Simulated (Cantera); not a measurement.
Charge: 1 mol FeS2, 0.14 mol SO2, 0.88 mol CO2, held at 1773 K and 5330 Torr.

These are equilibrium values from Cantera (NASA tables, ideal gas, pure condensed phases), not measurements of a reactor. Candidate condensed phases: C, Fe, Fe(CO)5, FeO, FeS, FeSO4, FeS2, Fe2O3, Fe2(SO4)3, Fe3O4, S; 25 gas species. FeS: taken at fixed stoichiometry. Rates play no part.

Base state: CO2 0.382, S2 0.257, SO2 0.167, CO 0.166, S2O 0.0115, COS 0.00928, SO 0.00685, S 0.000113 (mole fractions); condensed: FeS(l).

Task: What changes in the equilibrium state with this change: CO2 from 0.88 to 3.7 mol?

Result: 
```tsv
species	before	after
CO2	0.382	0.605
CO	0.166	0.201
SO2	0.167	0.130
S2	0.257	0.0523
S2O	0.0115	0.00306
CS2	5.32e-5	9.93e-6
S	0.000113	5.11e-5
FeS(l), mol	1.00	1.00
```

Task: What changes in the equilibrium state with this change: 1.4 mol H2O added?

Result: 
| species | before | after |
|---|---|---|
| H2O | 0 | 0.387 |
| CO2 | 0.382 | 0.210 |
| SO2 | 0.167 | 0.126 |
| S2 | 0.257 | 0.0979 |
| H2 | 0 | 0.0410 |
| H2S | 0 | 0.0405 |
| S2O | 0.0115 | 0.00483 |
| CO | 0.166 | 0.0825 |
| Fe(OH)2 | 0 | 2.19e-5 |
| SH | 0 | 0.00256 |
| H | 0 | 2.16e-5 |
| OH | 0 | 1.26e-5 |
| FeS(l), mol | 1.00 | 1.000 |
Further candidate phases: C6H6, C7H8, C8H18, Fe(OH)2, Fe(OH)3, H2O, H2SO4.
